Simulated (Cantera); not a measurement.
Feed: 1 mol Si, 0.031 mol N₂O, 38 mol H₂, at 0.210 Pa.

Method: chemical equilibrium by Gibbs-energy minimisation in Cantera with the NASA 1993 tables (ideal gas, pure condensed phases). Candidate condensed phases: H₂O, Si, SiO₂, Si₂N₂O, Si₃N₄; 35 gas species. Mutual solubility and eutectic melting of coexisting phases are not modelled. Rates play no part. All values below are at 1125 K.

Base state: H₂ 1.000, N₂ 4.76e-5, SiO 4.76e-5, H 3.07e-5 (mole fractions); condensed: Si(s) + Si₂N₂O(s).

Problem. What changes in the equilibrium state with this change: N₂O from 0.031 to 2.9 mol?

Solution. 
```tsv
species	before	after
H₂	1.000	0.907
N₂	4.76e-5	0.0709
H₂O	<1e-9	0.0220
SiO	4.76e-5	1.56e-8
H	3.07e-5	2.92e-5
Si(s), mol	0.940	0
Si₂N₂O(s), mol	0.0292	0
SiO₂(β-quartz), mol	0	1.000
```

Problem. What changes in the equilibrium state with this change: N₂O from 0.031 to 2.5 mol?

Solution. 
| species | before | after |
|---|---|---|
| H₂ | 1.000 | 0.926 |
| N₂ | 4.76e-5 | 0.0617 |
| H₂O | <1e-9 | 0.0123 |
| SiO | 4.76e-5 | 2.85e-8 |
| H | 3.07e-5 | 2.95e-5 |
| Si(s), mol | 0.940 | 0 |
| Si₂N₂O(s), mol | 0.0292 | 0 |
| SiO₂(β-quartz), mol | 0 | 1.000 |
